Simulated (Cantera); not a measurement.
A perfectly stirred reactor is fed with CO : H2 : CH4 : O2 : N2 = 1 : 0.05 : 1.4 : 3.32 : 29.9 (molar parts), at 101000 Pa; it is adiabatic with a 375 K inlet, and is followed from long to short residence time, starting on the burning branch (τ in s: 0.42, 0.17, 0.073, 0.03, 0.013, 0.0052, 0.0022, 0.0009, 0.00038, 0.00016, 6.5e-05, 2.7e-05).

Model: GRI-Mech 3.0 (53 species, 325 reactions), integrated in Cantera.

Predict: blow-out, bracketed by the residence times tried; x(CO) at τ = 0.420 s; x(H2) at τ = 0.420 s; x(CH4) at τ = 0.420 s; x(H2O2) at τ = 0.420 s; x(C2H4) at τ = 0.420 s; x(CO) at τ = 2.20 ms; x(H2) at τ = 2.20 ms; x(CH4) at τ = 2.20 ms.


```
Quantity                                                                      Result
------------------------------------------------  ----------------------------------
blow-out, bracketed by the residence times tried  burning at 5.20 ms, out at 2.20 ms
x(CO) at τ = 0.420 s                                                         0.00238
x(H2) at τ = 0.420 s                                                        0.000998
x(CH4) at τ = 0.420 s                                                        8.27e-6
x(H2O2) at τ = 0.420 s                                                       5.77e-8
x(C2H4) at τ = 0.420 s                                                       6.81e-9
x(CO) at τ = 2.20 ms                                                          0.0280
x(H2) at τ = 2.20 ms                                                         0.00140
x(CH4) at τ = 2.20 ms                                                         0.0392
```
